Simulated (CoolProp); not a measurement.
Properties of n-perfluorohexane along the isotherm 450 K.

Model: reference Helmholtz-energy equation of state, Gao 2022, in CoolProp.

| p (MPa) | phase | Z | cp (kJ/(kg K)) | isothermal compressibility (1/MPa) | expansivity (1/kK) | fugacity coefficient |
|---|---|---|---|---|---|---|
| 0.0551 | gas | 0.9890 | 1.009 | 18.35 | 2.311 | 0.9891 |
| 0.0979 | gas | 0.9803 | 1.011 | 10.42 | 2.384 | 0.9807 |
| 0.174 | gas | 0.9647 | 1.014 | 5.963 | 2.523 | 0.9657 |
| 0.31 | gas | 0.9357 | 1.021 | 3.458 | 2.807 | 0.9392 |
| 0.551 | gas | 0.8810 | 1.037 | 2.085 | 3.462 | 0.8925 |
| 0.979 | gas | 0.7683 | 1.088 | 1.404 | 5.557 | 0.8103 |
| 1.74 | gas | 0.4105 | 2.640 | 3.371 | 67.44 | 0.6590 |
| 3.1 | supercritical | 0.2605 | 1.358 | 0.07301 | 7.466 | 0.4227 |
| 5.51 | supercritical | 0.4186 | 1.247 | 0.02640 | 3.912 | 0.2879 |
| 9.79 | supercritical | 0.6892 | 1.201 | 0.01263 | 2.539 | 0.2212 |
| 17.4 | supercritical | 1.144 | 1.175 | 0.006697 | 1.786 | 0.2085 |
